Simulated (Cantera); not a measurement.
Feed: 1 mol Al(CH3)3, 3.2 mol N2O, 3.3 mol H2, at 773.15 K and 0.0840 bar.

Cantera equilibrium calculation (NASA polynomials, part measured and part estimated; ideal gas, pure solids and liquids). Candidate condensed phases: Al, AlN, Al2O3, C, C6H6, C7H8, C8H18, H2O; 148 gas species. The feed counts by its element totals alone. Kinetics and transport are ignored.

What is the equilibrium state?


```
Item                                  Value
--------------------------------  ---------
x(H2)                                 0.531
x(N2)                                 0.289
x(H2O)                               0.0721
x(CH4)                               0.0501
x(CO)                                0.0340
x(CO2)                               0.0236
x(NH3)                              6.91e-5
n(Al2O3(s))                       0.500 mol
n(C(graphite))                     1.81 mol
gas amount                        11.08 mol
log10 activity of Al(s) (absent)     -26.35
```
